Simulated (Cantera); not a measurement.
Feed: 1 mol SiH₂Cl₂, 1.1 mol O₃, 39 mol H₂, equilibrated at 0.100 bar.

These are equilibrium values from Cantera (NASA tables, ideal gas, pure condensed phases), not measurements of a reactor. Candidate condensed phases: H₂O, Si, SiO₂; 30 gas species. The tables hold silica as quartz up to 1696 K and as liquid above; real silica turns to tridymite and cristobalite and melts near 1996 K. Rates play no part.

### Question
Which condensed phases are stable at each of these points (T (°C)): 952, 1052, 1152, 1252, 1352, 1452, 1552?

### Answer
```json
[
 {"T (°C)": "952", "condensed phases": "SiO₂(β-quartz)", "Si condensed (%)": "100.0"},
 {"T (°C)": "1052", "condensed phases": "SiO₂(β-quartz)", "Si condensed (%)": "100.0"},
 {"T (°C)": "1152", "condensed phases": "SiO₂(β-quartz)", "Si condensed (%)": "100.0"},
 {"T (°C)": "1252", "condensed phases": "SiO₂(β-quartz)", "Si condensed (%)": "100.0"},
 {"T (°C)": "1352", "condensed phases": "SiO₂(β-quartz)", "Si condensed (%)": "99.9"},
 {"T (°C)": "1452", "condensed phases": "SiO₂(condensed)", "Si condensed (%)": "99.4"},
 {"T (°C)": "1552", "condensed phases": "SiO₂(condensed)", "Si condensed (%)": "95.9"}
]
```

From 952 °C to 1352 °C the condensed part is SiO₂(β-quartz). From 1452 °C to 1552 °C the condensed part is SiO₂(condensed).
